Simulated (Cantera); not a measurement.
Gas-phase reforming

An isothermal, constant-pressure homogeneous reactor starts with CH4 : H2O = 1 : 1.6 (molar parts), at 1575 K and 0.280 bar.

Model: GRI-Mech 3.0 (53 species, 325 reactions), integrated in Cantera.

| t (s) | x CH4 | x H2O | x C2H | x CH2O | x O2 | x CH2CO | x H |
|---|---|---|---|---|---|---|---|
| 3.00e-5 | 0.385 | 0.615 | <1e-12 | 2.02e-10 | <1e-12 | <1e-12 | 1.99e-7 |
| 0.000138 | 0.384 | 0.615 | <1e-12 | 1.67e-8 | <1e-12 | <1e-12 | 2.15e-7 |
| 0.000634 | 0.384 | 0.615 | <1e-12 | 7.92e-7 | <1e-12 | 2.03e-11 | 3.63e-7 |
| 0.00292 | 0.379 | 0.614 | 3.80e-11 | 9.07e-6 | 1.40e-11 | 2.58e-8 | 1.23e-6 |
| 0.0134 | 0.342 | 0.601 | 2.75e-9 | 1.49e-5 | 1.56e-10 | 7.20e-6 | 6.15e-6 |
| 0.0617 | 0.243 | 0.552 | 1.51e-8 | 6.27e-6 | 1.56e-10 | 4.57e-5 | 1.73e-5 |
| 0.284 | 0.113 | 0.479 | 2.93e-8 | 1.95e-6 | 3.83e-11 | 6.38e-5 | 3.43e-5 |
| 1.30 | 0.0421 | 0.379 | 3.09e-8 | 5.34e-7 | 2.05e-11 | 4.52e-5 | 5.18e-5 |
| 6.00 | 0.0247 | 0.247 | 1.38e-8 | 1.54e-7 | 9.02e-12 | 1.31e-5 | 5.84e-5 |
x: mole fraction; the columns are a selection and need not sum to one.

Equilibrium at this temperature and pressure: CH4 7.30e-8, H2O 0.118, C2H <1e-12, CH2O 1.65e-8, O2 2.76e-12, CH2CO <1e-12, H 6.45e-5 (gas phase only).
